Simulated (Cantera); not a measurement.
An isothermal, constant-pressure homogeneous reactor starts with CH₄ : N₂ = 1 : 3.2 (molar parts), at 1000 K and 1.50 bar. Integrator tolerance rtol = 1e-08.

Detailed kinetics in Cantera: GRI-Mech 3.0 (53 species, 325 reactions). GRI-Mech 3.0 stops at C3 and has no aromatics, soot or wall deposition, so with more carbon than oxygen in the feed, carbon stays in small species such as C2H2 where larger ones or solid carbon would form.

What does this change do: temperature 1000 to 1900 K?


```json
[
 {"quantity": "x(CH₄) at 6.00 s", "before": "0.238 (gas-phase equilibrium 0.218)", "after": "0.00201 (gas-phase equilibrium 0.00138)"},
 {"quantity": "x(C₂H) at 6.00 s", "before": "<1e-12 (gas-phase equilibrium <1e-12)", "after": "1.51e-6 (gas-phase equilibrium 7.00e-7)"},
 {"quantity": "x(C₂H₂) at 6.00 s", "before": "<1e-12 (gas-phase equilibrium 0.000380)", "after": "0.0947 (gas-phase equilibrium 0.0440)"},
 {"quantity": "x(HCN) at 6.00 s", "before": "<1e-12 (gas-phase equilibrium 0.00432)", "after": "0.000246 (gas-phase equilibrium 0.103)"},
 {"quantity": "x(H₂) at 6.00 s", "before": "7.63e-8 (gas-phase equilibrium 0.0193)", "after": "0.285 (gas-phase equilibrium 0.286)"},
 {"quantity": "x(C₂H₆) at 6.00 s", "before": "7.10e-8 (gas-phase equilibrium 0.000436)", "after": "1.65e-7 (gas-phase equilibrium 7.72e-8)"},
 {"quantity": "x(CH₃) at 6.00 s", "before": "8.42e-9 (gas-phase equilibrium 5.07e-8)", "after": "4.90e-5 (gas-phase equilibrium 3.35e-5)"}
]
```
